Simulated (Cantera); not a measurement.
**Gas-phase reforming**

A perfectly stirred reactor is fed with 7.69 % CH4, 92.3 % CO2, at 0.133 bar; it is held at 1400 K, and followed from long to short residence time.

Model: GRI-Mech 3.0 (53 species, 325 reactions), integrated in Cantera.

| τ (s) | x CH4 | x CO2 | x OH | x C2H | x H2 | x CH3 |
|---|---|---|---|---|---|---|
| 3.6 | 0.0644 | 0.901 | 2.13e-8 | 3.25e-10 | 0.00506 | 5.56e-5 |
| 1.2 | 0.0722 | 0.917 | 9.45e-9 | 1.18e-10 | 0.00322 | 5.96e-5 |
| 0.41 | 0.0754 | 0.922 | 3.51e-9 | 2.68e-11 | 0.00124 | 5.69e-5 |
| 0.14 | 0.0765 | 0.923 | 1.10e-9 | 3.19e-12 | 0.000287 | 4.41e-5 |
| 0.047 | 0.0768 | 0.923 | 4.33e-10 | <1e-12 | 5.40e-5 | 2.76e-5 |
| 0.016 | 0.0769 | 0.923 | 2.67e-10 | <1e-12 | 1.24e-5 | 1.52e-5 |
| 0.0054 | 0.0769 | 0.923 | 2.21e-10 | <1e-12 | 3.53e-6 | 6.78e-6 |
| 0.0018 | 0.0769 | 0.923 | 2.11e-10 | <1e-12 | 1.13e-6 | 2.44e-6 |
| 0.00062 | 0.0769 | 0.923 | 2.08e-10 | <1e-12 | 3.83e-7 | 8.49e-7 |
| 0.00021 | 0.0769 | 0.923 | 2.02e-10 | <1e-12 | 1.27e-7 | 2.85e-7 |
x: mole fraction; the columns are a selection and need not sum to one.
